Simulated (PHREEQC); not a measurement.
# Buffer: speciation

Make-up at 25 °C: 0.034 mol H3PO4 and 0.0014 mol Na2B4O7 per kg of water. Closed to the air; pH follows from the charge balance.

Equilibrium calculation in PHREEQC: ion-association model, phreeqc.dat.

| Item | Result |
|---|---|
| pH | 1.98 |
| ionic strength | 0.0144 mol/kgw |
| specific conductance | 4280 µS/cm |
| total alkalinity | -31.2 meq/kg |

| species | molality | activity | log γ |
|---|---|---|---|
| H3PO4 | 0.0196 | 0.0197 | 0.001 |
| H2PO4- | 0.0144 | 0.0128 | -0.050 |
| H+ | 0.0116 | 0.0104 | -0.045 |
| H3BO3 | 0.00560 | 0.00562 | 0.001 |
| Na+ | 0.00280 | 0.00249 | -0.052 |
| HPO4-2 | 1.22e-7 | 7.62e-8 | -0.204 |

No solid was allowed to form. Complexes and solids missing from the database can't appear.
